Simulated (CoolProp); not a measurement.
The numbers come from the reference Helmholtz-energy equation of state, Setzmann 1991 in CoolProp.

Problem. For methane, give the phase and the speed of sound (m/s), viscosity (µPa s), conductivity (mW/(m K)) at 199.2 K and 0.331 MPa; 199.2 K and 3.9 MPa; 199.2 K and 8.88 MPa.

Solution. 
- 199.2 K and 0.331 MPa: gas; speed of sound 366, viscosity 7.85, conductivity 22.0
- 199.2 K and 3.9 MPa: gas; speed of sound 310, viscosity 9.24, conductivity 30.5
- 199.2 K and 8.88 MPa: supercritical; speed of sound 526, viscosity 27.8, conductivity 81.2

Viscosity comes from a separate model (Quiñones-Cisneros 2006). Thermal conductivity comes from a separate model (Friend 1989).
